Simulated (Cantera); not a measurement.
An isothermal, constant-pressure homogeneous reactor starts with C₂H₆ : N₂ = 1 : 40 (molar parts), at 1975 K and 13.5 Torr.

Detailed kinetics in Cantera: GRI-Mech 3.0 (53 species, 325 reactions). GRI-Mech 3.0 stops at C3 and has no aromatics, soot or wall deposition, so with more carbon than oxygen in the feed, carbon stays in small species such as C2H2 where larger ones or solid carbon would form. Radical loss at walls, strong at low pressure, is not modelled.

x: mole fraction; the columns are a selection and need not sum to one.

```tsv
t (s)	x C₂H₆	x C₂H	x C₂H₄	x C₂H₂	x CH₂
0.00100	2.18e-6	1.68e-5	0.00156	0.0188	…
0.00242	5.11e-7	1.12e-5	0.000292	0.0212	…
0.00588	1.57e-7	8.17e-6	7.02e-5	0.0220	…
0.0143	5.19e-8	6.69e-6	2.24e-5	0.0224	…
0.0346	1.66e-8	6.31e-6	7.18e-6	0.0227	…
0.0838	4.05e-9	6.87e-6	1.88e-6	0.0229	…
0.203	5.34e-10	8.27e-6	3.98e-7	0.0231	…
0.492	2.22e-11	1.05e-5	1.75e-7	0.0231	…
1.19	<1e-12	1.40e-5	1.55e-7	0.0231	…
2.89	<1e-12	1.79e-5	1.47e-7	0.0231	…
7.02	<1e-12	1.90e-5	1.45e-7	0.0231	4.97e-9
17.0	<1e-12	1.91e-5	1.45e-7	0.0231	4.95e-9
41.2	<1e-12	1.91e-5	1.45e-7	0.0231	5.01e-9
100	<1e-12	1.91e-5	1.45e-7	0.0231	5.17e-9
```

Question: Some entries are withheld; supply them.

Answer: 
- 0.00100, x CH₂: 6.88e-5
- 0.00242, x CH₂: 2.93e-5
- 0.00588, x CH₂: 1.36e-5
- 0.0143, x CH₂: 6.85e-6
- 0.0346, x CH₂: 3.81e-6
- 0.0838, x CH₂: 2.14e-6
- 0.203, x CH₂: 9.81e-7
- 0.492, x CH₂: 2.68e-7
- 1.19, x CH₂: 2.10e-8
- 2.89, x CH₂: 6.87e-9
